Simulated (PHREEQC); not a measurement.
# City or well water

Model water analysis in mg/kgw, 25 °C, pH 6.37, pe 0.8:

| constituent | mg/kgw |
|---|---|
| Na | 16.7 |
| K | 4.63 |
| Ca | 107 |
| Mg | 26.9 |
| Cl | 70.2 |
| S(6) as SO4 | 19.2 |
| Alkalinity as HCO3 | 347 |
| Mn(2) | 0.0737 |
| Zn | 0.0541 |

Cl is adjusted to close the charge balance.
Valence states are taken as typed.

The numbers come from PHREEQC with the ion-association model, phreeqc.dat.

```json
{
 "ionic_strength": "0.0119 mol/kgw",
 "specific_conductance": "809 µS/cm"
}
```

```csv
species,molality,activity,log γ
HCO3-,0.00552,0.00496,-0.047
CO2,0.00474,0.00476,0.001
Ca+2,0.00252,0.00164,-0.187
Cl-,0.00231,0.00207,-0.049
Mg+2,0.00105,0.000686,-0.183
Na+,0.000724,0.000649,-0.048
SO4-2,0.000154,9.99e-5,-0.189
```

Precipitation was switched off in this run. Species that the database lacks are ignored. The database's zinc carbonate complexes are estimates, stronger than later reviews accept.
